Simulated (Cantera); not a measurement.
Cantera run:

```python
import numpy as np
import cantera as ct

gas_names = [...]  # 109 gases of nasa_gas.yaml made of C, Cl, H, Si
cond_names = """
    C(gr) C6H6(L) C7H8(L) C8H18(L),n-octa Si(cr) Si(L) SiC(b)
""".split()


# ... load() reads the species with a 1 bar reference pressure and builds the phases ...
atoms = {
    'SiH4': {'Si': 1, 'H': 4},
    'HCl': {'H': 1, 'CL': 1},
    'H2': {'H': 2},
    'C2H2': {'C': 2, 'H': 2},
}
top_T = {'C(gr)': 4500, 'SiC(b)': 3050}  # K; cautious upper limits of use, not melting points


# ... equilibrate(T, P, feed) seeds the gas with the atoms and calls Mixture.equilibrate('TP', solver="vcs", rtol=1e-11, max_steps=5000) ...
results = []
feed = {'SiH4': 1, 'HCl': 0.079, 'H2': 51, 'C2H2': 0.0087}  # mol
P = 4300  # Pa
for T in [1825, 1875, 1925, 1975, 2025, 2075, 2125, 2175, 2225, 2275, 2325, 2375, 2425, 2475]:
    mix = equilibrate(T, P, feed)
    results.append((T, P, feed, dict(zip(mix.species_names, mix.species_moles))))

top = {s: max(r[3][s] / sum(r[3][g] for g in gas_names) for r in results) for s in gas_names}
cols = sorted((s for s in top if top[s] > 1e-06), key=lambda s: -top[s])[:9]
seen = [c for c in cond_names if any(r[3].get(c, 0) > 1e-12 for r in results)]
print("log10 of partial pressures in bar; condensed amounts in mol")
print(f"{'T/K':>10s}" + "".join(f"{s[:9]:>10s}" for s in cols + seen))
for T, P, feed, n in results:
    ng = sum(n[g] for g in gas_names)
    print(f"{T:10.4g}" + "".join(f"{np.log10(max(n[s] / ng * P / 1e5, 1e-99)):10.3f}" for s in cols)
          + "".join(f"{n.get(c, 0):10.4g}" for c in seen))
```

It prints:

```
log10 of partial pressures in bar; condensed amounts in mol
       T/K        H2         H        Si       HCL       SiH      SiH2      Si2C       Si2        CL     Si(L)    SiC(b)
      1825    -1.368    -4.040    -5.342    -4.200    -6.000    -5.817    -7.259    -7.529    -6.989    0.9733   0.01727
      1875    -1.369    -3.868    -5.043    -4.200    -5.760    -5.672    -6.851    -7.168    -6.820    0.9658   0.01714
      1925    -1.369    -3.704    -4.759    -4.201    -5.533    -5.536    -6.465    -6.826    -6.660    0.9525   0.01684
      1975    -1.370    -3.549    -4.490    -4.203    -5.318    -5.407    -6.099    -6.501    -6.508    0.9292   0.01618
      2025    -1.372    -3.402    -4.235    -4.206    -5.115    -5.285    -5.752    -6.194    -6.365    0.8896   0.01477
      2075    -1.374    -3.262    -3.992    -4.209    -4.921    -5.170    -5.422    -5.901    -6.229    0.8232   0.01187
      2125    -1.377    -3.128    -3.760    -4.214    -4.737    -5.061    -5.108    -5.622    -6.100    0.7142  0.006077
      2175    -1.381    -3.002    -3.540    -4.220    -4.563    -4.958    -4.910    -5.357    -5.978    0.5414         0
      2225    -1.386    -2.882    -3.329    -4.229    -4.397    -4.862    -4.892    -5.104    -5.864    0.2764         0
      2275    -1.393    -2.767    -3.181    -4.238    -4.292    -4.824    -4.892    -4.967    -5.754         0         0
      2325    -1.398    -2.658    -3.172    -4.241    -4.325    -4.920    -4.929    -5.104    -5.645         0         0
      2375    -1.405    -2.553    -3.166    -4.247    -4.360    -5.016    -4.996    -5.240    -5.541         0         0
      2425    -1.413    -2.454    -3.162    -4.255    -4.396    -5.111    -5.098    -5.373    -5.444         0         0
      2475    -1.422    -2.359    -3.160    -4.265    -4.433    -5.207    -5.230    -5.504    -5.352         0         0
```

Equilibrium computed with Cantera from the NASA thermochemical tables; the gas is ideal and each condensed phase is pure. Mutual solubility and eutectic melting of coexisting phases are not modelled. The tables' values for SiCl are old estimates; treat these amounts as uncertain. Gases not in the tables: Si2H6 and higher silanes.
